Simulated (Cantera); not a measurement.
## Silicon epitaxy and polysilicon growth: SiHCl₃ + H₂

Feed: 1 mol SiHCl₃, a varied amount of H₂, held at 602 °C and 1.50 bar.

Equilibrium computed with Cantera from the NASA thermochemical tables; the gas is ideal and each condensed phase is pure. Candidate condensed phases: Si; 19 gas species. The tables' values for SiCl₃ are old estimates; treat these amounts as uncertain. The numbers say what is thermodynamically allowed, not how fast it happens.

```
n(H₂) (mol)   x H₂  x SiCl₄  x SiHCl₃  x SiH₂Cl₂    x HCl   x SiCl₃  x SiH₃Cl  n Si(s)
-----------  -----  -------  --------  ---------  -------  --------  --------  -------
3.2          0.807    0.118    0.0684    0.00364  0.00303  0.000172   4.67e-5    0.170
4.6          0.852   0.0859    0.0556    0.00329  0.00288  0.000136   4.69e-5    0.164
6.6          0.889   0.0614    0.0441    0.00290  0.00271  0.000106   4.59e-5    0.158
9.5          0.918   0.0428    0.0342    0.00250  0.00251   8.05e-5   4.40e-5    0.152
14           0.941   0.0286    0.0256    0.00210  0.00230   5.96e-5   4.13e-5    0.145
20           0.957   0.0195    0.0194    0.00176  0.00211   4.47e-5   3.85e-5    0.139
28           0.968   0.0134    0.0147    0.00148  0.00193   3.38e-5   3.57e-5    0.134
40           0.977  0.00896    0.0109    0.00122  0.00175   2.49e-5   3.27e-5    0.129
58           0.984  0.00582   0.00793   0.000988  0.00158   1.80e-5   2.96e-5    0.125
83           0.988  0.00381   0.00578   0.000803  0.00142   1.31e-5   2.68e-5    0.123
120          0.991  0.00243   0.00414   0.000644  0.00128   9.37e-6   2.41e-5    0.122
170          0.994  0.00158   0.00300   0.000520  0.00115   6.78e-6   2.17e-5    0.123
```
x: gas mole fraction; n: condensed amount in mol.

From 3.2 mol H₂ to 170 mol H₂ the condensed part is Si(s). The main Si-bearing gas is SiCl₄ at 3.2 mol H₂ and SiHCl₃ at 170 mol H₂. The share of Si in condensed phases is highest at 3.2 mol H₂ (17.0 %) and lowest at 120 mol H₂ (12.2 %).
